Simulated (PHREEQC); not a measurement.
A solution holds 12 mmol/kgw ZnSO4, 5.4 mmol/kgw NaCl and 1 mmol/kgw FeSO4, at 10 °C. Closed to the air; pH follows from the charge balance.

All values are PHREEQC results (ion-association model, wateq4f.dat), not measurements.

No solid was allowed to form.

### Question
What pH does the model give?

### Answer
pH 5.90.

### Question
In which forms is S present?

### Answer
SO4-2 65 %, ZnSO4 28 %, Zn(SO4)2-2 4.4 %, FeSO4 1.7 %, NaSO4- 0.8 % of the S.

Constants without temperature data keep their 25 °C values here.
